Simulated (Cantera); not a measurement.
A Cantera script and what it prints.

```python
import numpy as np
import cantera as ct

gas_names = """
    CL CL2 H HCL H2 Si SiCL SiCL2 SiCL3 SiCL4 SiH SiHCL3 SiH2 SiH2CL2 SiH3 SiH3CL SiH4 Si2 Si3
""".split()
cond_names = """
    Si(cr) Si(L)
""".split()


def load(file, names, dense=False):
    # The tables refer to 1 bar. Condensed volumes are neglected.
    table = {s.name: s for s in ct.Species.list_from_file(file)}
    out = []
    for n in names:
        d = dict(table[n].input_data)
        d["thermo"] = dict(d["thermo"], **{"reference-pressure": 1e5})
        if dense:
            d["equation-of-state"] = {"model": "constant-volume", "density": "1e6 g/cm^3"}
        out.append(ct.Species.from_dict(d))
    return out


gas = ct.Solution(thermo="ideal-gas", species=load("nasa_gas.yaml", gas_names))
cond = {s.name: ct.Solution(thermo="fixed-stoichiometry", species=[s], name=s.name)
        for s in load("nasa_condensed.yaml", cond_names, dense=True)}
atoms = {
    'Si3H8': {'Si': 3, 'H': 8},
    'HCl': {'H': 1, 'CL': 1},
    'H2': {'H': 2},
}
top_T = {}  # K; cautious upper limits of use, not melting points


def equilibrate(T, P, feed):
    n = {}
    for name, mol in feed.items():
        for a, k in atoms[name].items():
            n[a] = n.get(a, 0.0) + k * mol
    gas.TPX = T, P, n
    mass = sum(n.values()) * gas.mean_molecular_weight
    gas.equilibrate("TP")
    valid = [c for c in cond.values() if c.min_temp <= T <= top_T.get(c.name, c.max_temp)]
    mix = ct.Mixture([(gas, mass / gas.mean_molecular_weight)] + [(c, 0.0) for c in valid])
    mix.T, mix.P = T, P
    mix.equilibrate("TP", solver="vcs", rtol=1e-11, max_steps=5000)
    return mix


results = []
feed = {'Si3H8': 1, 'HCl': 0.023, 'H2': 26}  # mol
T = 1748.15  # K
for P in [100, 460, 2100, 9600, 44000, 200000]:
    mix = equilibrate(T, P, feed)
    results.append((T, P, feed, dict(zip(mix.species_names, mix.species_moles))))

top = {s: max(r[3][s] / sum(r[3][g] for g in gas_names) for r in results) for s in gas_names}
cols = sorted((s for s in top if top[s] > 1e-05), key=lambda s: -top[s])[:7]
seen = [c for c in cond_names if any(r[3].get(c, 0) > 1e-12 for r in results)]
print("log10 of partial pressures in bar; condensed amounts in mol")
print(f"{'P/Pa':>10s}" + "".join(f"{s[:9]:>10s}" for s in cols + seen))
for T, P, feed, n in results:
    ng = sum(n[g] for g in gas_names)
    print(f"{P:10.4g}" + "".join(f"{np.log10(max(n[s] / ng * P / 1e5, 1e-99)):10.3f}" for s in cols)
          + "".join(f"{n.get(c, 0):10.4g}" for c in seen))
```

Output:

```
log10 of partial pressures in bar; condensed amounts in mol
      P/Pa        H2         H        Si       HCL       SiH      SiH2     Si(L)
       100    -3.004    -5.143    -5.836    -6.125    -7.214    -7.691     2.953
       460    -2.339    -4.810    -5.836    -5.458    -6.882    -7.026     2.989
      2100    -1.679    -4.480    -5.836    -4.797    -6.551    -6.366     2.997
      9600    -1.018    -4.150    -5.836    -4.136    -6.221    -5.706     2.999
   4.4e+04    -0.357    -3.819    -5.836    -3.475    -5.891    -5.044     2.999
     2e+05     0.301    -3.490    -5.836    -2.817    -5.562    -4.387     2.999
```

Equilibrium computed with Cantera from the NASA thermochemical tables; the gas is ideal and each condensed phase is pure. The feed counts by its element totals alone. Gases not in the tables: Si2H6 and higher silanes.
